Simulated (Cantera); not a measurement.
## H2S + O2 + H2 (abatement and gas-phase synthesis)

Feed: 1 mol H2S, 0.48 mol O2, 0.11 mol H2, equilibrated at 2298.15 K.

Equilibrium computed with Cantera from the NASA thermochemical tables; the gas is ideal and each condensed phase is pure. Candidate condensed phases: H2O, H2SO4, S; 19 gas species. The ideal-gas law is rough above about 30 bar. The numbers say what is thermodynamically allowed, not how fast it happens.

From 10.0 Pa to 300 bar nothing is condensed.

```csv
P (Pa),log p H2O,log p H,log p H2,log p S2,log p H2S,log p SO,log p S,log p SO2,log p SH,log p O,log p OH,log p S2O
10,-5.39,-4.41,-4.78,-6.20,-8.42,-4.79,-4.86,-5.28,-6.39,-5.60,-5.81,-8.65
120,-3.90,-3.73,-3.42,-4.27,-6.09,-3.69,-3.89,-4.04,-4.74,-5.47,-5.00,-6.58
1400,-2.58,-3.17,-2.31,-2.80,-4.25,-2.75,-3.16,-2.90,-3.45,-5.26,-4.23,-4.90
17000,-1.32,-2.66,-1.28,-1.55,-2.59,-1.90,-2.53,-1.81,-2.31,-5.03,-3.49,-3.42
210000,-0.11,-2.17,-0.31,-0.39,-1.04,-1.08,-1.95,-0.77,-1.24,-4.80,-2.77,-2.03
2500000,1.03,-1.72,0.59,0.69,0.40,-0.30,-1.41,0.26,-0.26,-4.56,-2.08,-0.71
30000000,2.13,-1.32,1.40,1.71,1.73,0.50,-0.90,1.35,0.66,-4.27,-1.38,0.61
```
log p: log10 of the partial pressure in bar; nothing condenses.
